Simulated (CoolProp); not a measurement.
A single-stage vapour-compression cycle with the fluid: evaporating at 261.15 K (dew point), condensing at 316.15 K (bubble point), superheat 8 K, subcooling 8 K, compressor efficiency 0.85, no pressure losses. The same conditions are run with several fluids, on thermodynamics alone (safety and materials aside).

Values from CoolProp's reference Helmholtz-energy equation of state of each fluid (R236EA: Rui 2013; dimethyl ether: Wu 2011; R1336mzz(E): Akasaka 2023; R143a: Lemmon and Jacobsen 2000; R1224YDZ: Akasaka 2023; ammonia: Gao 2020).

```tsv
fluid	cooling COP	pressure ratio	discharge temperature (K)	refrigerating effect (kJ/kg)	volumetric capacity (kJ/m³)
R236EA	3.30	8.16	?	122	?
dimethyl ether	3.41	5.61	349.3	350	1290
R1336mzz(E)	3.25	8.32	318.4	112	352
R143a	3.03	4.69	337.0	?	2360
R1224YDZ	3.41	8.48	327.1	135	288
ammonia	3.27	6.30	428.5	1100	2350
```

What belongs in the gaps?


- R236EA, discharge temperature (K): 319.7
- R236EA, volumetric capacity (kJ/m³): 385
- R143a, refrigerating effect (kJ/kg): 134
